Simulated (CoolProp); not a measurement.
Properties of toluene at several states.

Computed with CoolProp (reference Helmholtz-energy equation of state, Lemmon 2006). It is a short technical equation, of lower accuracy than the large ones.

```csv
T (K),p (MPa),phase,cv (kJ/(kg K)),expansivity (1/kK),viscosity (µPa s),conductivity (mW/(m K)),fugacity coefficient
419.9,0.0115,gas,1.499,2.408,9.68,21.4,0.9968
211.9,0.324,liquid,1.055,0.9999,2880,153,1.475e-5
549.1,1.7,gas,1.982,4.407,12.9,36.2,0.8101
```

Viscosity comes from a separate model (Avgeri 2015). Thermal conductivity comes from a separate model (Assael 2012).
